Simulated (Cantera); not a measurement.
A closed system holds: 1 mol borazine, 0.39 mol NH3, at 2400 K and 1330 Pa.

Equilibrium computed with Cantera from the NASA thermochemical tables; the gas is ideal and each condensed phase is pure. Candidate condensed phases: B, BN; 15 gas species. The feed counts by its element totals alone. The tables' values for BH2 are old estimates; treat these amounts as uncertain. Kinetics and transport are ignored.

Base state: H2 0.587, N2 0.303, H 0.106, B 0.00239, BH2 0.00175, BH 0.000142, BN 6.95e-5 (mole fractions); condensed: B(l).

Question: What changes in the equilibrium state with this change: temperature from 2400 K to 1800 K?

Answer: 
```
species       before    after
----------  --------  -------
H2             0.587    0.945
N2             0.303   0.0515
H              0.106  0.00302
BH2          0.00175  9.68e-6
B            0.00239  1.94e-8
BN           6.95e-5    <1e-9
BH          0.000142  1.13e-8
B(l), mol       2.98        0
BN(s), mol         0     3.00
```

Question: What changes in the equilibrium state with this change: temperature from 2400 K to 1648.15 K?

Answer: 
```
species       before     after
----------  --------  --------
H2             0.587     0.948
N2             0.303    0.0516
H              0.106  0.000752
BH2          0.00175   6.41e-7
B            0.00239     <1e-9
BH          0.000142     <1e-9
BN           6.95e-5     <1e-9
B(l), mol       2.98         0
BN(s), mol         0      3.00
```

Question: What changes in the equilibrium state with this change: borazine replaced by B2O3?

Answer: 
```csv
species,before,after
B2O3,0,0.332
H2,0.587,0.163
HBO2,0,0.151
N2,0.303,0.0989
BO,0,0.127
HBO,0,0.0357
B2O2,0,0.0129
H2O,0,0.0121
BO2,0,0.0114
H,0.106,0.0556
OH,0,0.000762
O,0,0.000174
NO,0,3.43e-5
BH2,0.00175,7.43e-8
BH,0.000142,1.15e-8
"B(l), mol",2.98,0
```
Further candidate phases: B2O3, B3O3H3, H2O.
